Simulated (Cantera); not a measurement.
Charge: 1 mol n-butane, 3 mol CO₂, 1.9 mol N₂, at 2175 °C.

Method: chemical equilibrium by Gibbs-energy minimisation in Cantera with the NASA 1993 tables (ideal gas, pure condensed phases). Candidate condensed phases: C, C₆H₆, C₇H₈, C₈H₁₈, H₂O; 136 gas species. The ideal-gas law is rough above about 30 bar. Equilibrium is a limit: real reactors are often held back by kinetics, nucleation or transport.

log p: log10 of the partial pressure in bar; n: condensed amount in mol.

```tsv
P (Pa)	log p H	log p CO	log p H₂	log p N₂	log p HCN	n C(graphite)
10	-4.33	-4.45	-5.25	-4.97	-6.32	0.715
72	[?]	[?]	[?]	[?]	[?]	0.771
520	-3.12	-2.65	-2.84	-3.17	-4.21	0.742
3700	-2.65	-1.78	-1.91	-2.30	-3.31	0.724
27000	[?]	[?]	[?]	[?]	[?]	0.716
190000	-1.78	-0.06	-0.15	-0.58	-1.57	0.713
1400000	-1.34	0.81	0.72	0.29	-0.70	0.708
10000000	-0.92	1.67	1.57	1.15	0.15	0.687
```

### Question
Complete the blanks.

### Answer

- 72, log p H: -3.66
- 72, log p CO: -3.55
- 72, log p H₂: -3.91
- 72, log p N₂: -4.07
- 72, log p HCN: -5.20
- 27000, log p H: -2.21
- 27000, log p CO: -0.91
- 27000, log p H₂: -1.01
- 27000, log p N₂: -1.43
- 27000, log p HCN: -2.43
